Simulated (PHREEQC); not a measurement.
Synthetic water in mmol/kgw, 25 °C, pH 8.17, pe -1.4: Na 0.676; K 0.61; Ca 0.303; Mg 0.139; Cl 0.142; S(6) 0.135; Alkalinity (meq/kgw) 1.85; Li 0.0118.

Na is adjusted to close the charge balance.
Valence states are taken as typed.

Equilibrium calculation in PHREEQC: ion-association model, phreeqc.dat.

Task: The ionic strength comes out as 0.00279 mol/kgw. What activity coefficients do OH-, Mg+2, Li+, Ca+2, CaHCO3+ get?

Result: OH- 0.94, Mg+2 0.80, Li+ 0.95, Ca+2 0.80, CaHCO3+ 0.95.

No solid was allowed to form. Complexes and solids missing from the database can't appear.
